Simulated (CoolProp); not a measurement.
Model: reference Helmholtz-energy equation of state, Thol 2016, in CoolProp.

Problem. For hexamethyldisiloxane (MM), give the phase and the Z, speed of sound (m/s), Joule-Thomson coefficient (K/MPa), isothermal compressibility (1/MPa) at 335.1 K and 0.14 MPa; 507.2 K and 6.38 MPa; 398.8 K and 1.46 MPa.

Solution. 
- 335.1 K and 0.14 MPa: liquid; Z 0.0113, speed of sound 748, Joule-Thomson coefficient -0.335, isothermal compressibility 0.00304
- 507.2 K and 6.38 MPa: liquid; Z 0.464, speed of sound 353, Joule-Thomson coefficient 0.313, isothermal compressibility 0.0182
- 398.8 K and 1.46 MPa: liquid; Z 0.110, speed of sound 556, Joule-Thomson coefficient -0.154, isothermal compressibility 0.00607
